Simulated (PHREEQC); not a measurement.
PHREEQC input (ion-association model, wateq4f.dat):

```
SOLUTION_MASTER_SPECIES
  An  An-  0  An  62.0  # stands for a non-complexing anion
SOLUTION_SPECIES
  An- = An-
    -log_k 0
    -gamma 3.0 0
PHASES
  Fix_H+
    H+ = H+
    -log_k 0
SOLUTION 1
  temp 25
  units mmol/kgw
  pH 7 charge
  As(3) 0.00016
  Na 300
  An 300
END
SELECTED_OUTPUT 1
  -reset false
  -pH true
  -pe true
  -ionic_strength true
  -water true
  -totals As Na As(3) As(5)
  -molalities Hfo_wOH Hfo_wOH2+ Hfo_wO- Hfo_sOH Hfo_sOH2+ Hfo_sO- Hfo_wH2AsO3
  -saturation_indices Arsenolite
USER_PUNCH 1
  -headings sigma psi
  10 PUNCH EDL("sigma", "Hfo"), EDL("psi", "Hfo")
PRINT
  -reset false
USE solution 1
SURFACE 1
  Hfo_wOH 0.000146067 600 0.065
  Hfo_sOH 3.65169e-06
EQUILIBRIUM_PHASES 1
  Fix_H+ -3 HAn 10
    -force_equality true
END
# ... the last block is repeated for the other 16 points of pH, with NaOH or the acid as the point needs
```

Selected output (columns that matter, 16 of 17 rows; pH added in front):

```
pH	mu	As	Na	m_Hfo_wOH	m_Hfo_wOH2+	m_Hfo_wO-	m_Hfo_sOH	m_Hfo_sOH2+	m_Hfo_sO-	m_Hfo_wH2AsO3	si_Arsenolite	sigma	psi
3	0.30135	1.2558e-07	0.3	9.8553e-07	0.00014505	1.534e-10	2.4644e-08	3.627e-06	3.836e-12	3.4424e-08	-12.349	0.36785	0.12554
3.38	0.30061	9.7482e-08	0.3	2.3051e-06	0.0001437	8.4706e-10	5.7652e-08	3.594e-06	2.1186e-11	6.2517e-08	-12.569	0.36443	0.12513
3.75	0.3003	6.615e-08	0.3	5.0988e-06	0.00014087	4.2279e-09	1.2755e-07	3.524e-06	1.0577e-10	9.3849e-08	-12.906	0.35725	0.12415
4.12	0.30017	4.048e-08	0.3	1.0611e-05	0.00013532	1.9061e-08	2.6549e-07	3.3857e-06	4.7692e-10	1.1952e-07	-13.332	0.34313	0.12212
4.5	0.30011	2.4015e-08	0.3	2.035e-05	0.00012551	7.5593e-08	5.0924e-07	3.1406e-06	1.8916e-09	1.3598e-07	-13.786	0.3181	0.11831
4.88	0.30007	1.5195e-08	0.3	3.4249e-05	0.00011143	2.4114e-07	8.5707e-07	2.7886e-06	6.0346e-09	1.448e-07	-14.183	0.28199	0.11226
5.25	0.30006	1.0707e-08	0.3	5.0116e-05	9.5197e-05	6.044e-07	1.2542e-06	2.3824e-06	1.5126e-08	1.4929e-07	-14.487	0.2399	0.10419
5.62	0.30004	8.2642e-09	0.3	6.601e-05	7.8636e-05	1.2694e-06	1.652e-06	1.968e-06	3.1768e-08	1.5173e-07	-14.713	0.19621	0.094294
6.38	0.30002	6.0162e-09	0.3	9.2205e-05	4.9796e-05	3.9113e-06	2.3076e-06	1.2462e-06	9.7885e-08	1.5398e-07	-14.99	0.11637	0.06966
6.75	0.30002	5.5464e-09	0.3	0.00010065	3.9364e-05	5.8959e-06	2.519e-06	9.8515e-07	1.4755e-07	1.5444e-07	-15.064	0.084879	0.056064
7.12	0.30001	5.2949e-09	0.3	0.00010642	3.1163e-05	8.3261e-06	2.6634e-06	7.799e-07	2.0837e-07	1.5469e-07	-15.111	0.057916	0.04161
7.5	0.30001	5.2205e-09	0.3	0.00011002	2.464e-05	1.1254e-05	2.7534e-06	6.1665e-07	2.8164e-07	1.5476e-07	-15.139	0.033948	0.026019
7.88	0.3	5.3629e-09	0.3	0.00011173	1.9543e-05	1.4635e-05	2.7963e-06	4.8909e-07	3.6626e-07	1.5461e-07	-15.153	0.012446	0.0098911
8.25	0.3	5.8591e-09	0.30001	0.00011191	1.5514e-05	1.8492e-05	2.8006e-06	3.8826e-07	4.628e-07	1.541e-07	-15.158	-0.0075535	-0.006026
8.62	0.30001	7.1055e-09	0.30002	0.00011064	1.2097e-05	2.3181e-05	2.7688e-06	3.0274e-07	5.8012e-07	1.5284e-07	-15.155	-0.02811	-0.021815
9	0.30002	1.0178e-08	0.30004	0.00010758	9.0553e-06	2.928e-05	2.6923e-06	2.2662e-07	7.3276e-07	1.4974e-07	-15.148	-0.051293	-0.037574
```

Complexes and solids missing from the database can't appear. The oxide is taken as insoluble; below pH 4 it would dissolve.
